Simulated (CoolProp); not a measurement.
Values from CoolProp's reference Helmholtz-energy equation of state, Thol 2012.

Task: For benzene, give the phase and the viscosity (µPa s), fugacity coefficient at 620 K and 35 bar.

Result: 
- 620 K and 35 bar: gas; viscosity 16.2, fugacity coefficient 0.832

Viscosity comes from a separate model (Avgeri 2014).
